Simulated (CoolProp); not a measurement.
Vapour-liquid equilibrium of isohexane (1) + n-hexane (2) at 189.55 °C; x and y are mole fractions of (1).

Model: multi-fluid Helmholtz-energy mixture model, Lemmon 2006 and Thol 2019; pair parameters Bell 2016, in CoolProp.

Task: Give the bubble pressure and the first vapour's composition at x = 0.25, 0.35, 0.85. Is there an azeotrope?

Result: x = 0.25: 15.96 bar, y = 0.269; x = 0.35: 16.23 bar, y = 0.372; x = 0.85: 17.53 bar, y = 0.860. No azeotrope shows between x = 0.05 and 0.95.

The pair parameters rest on a limited set of measurements; away from them the model extrapolates.
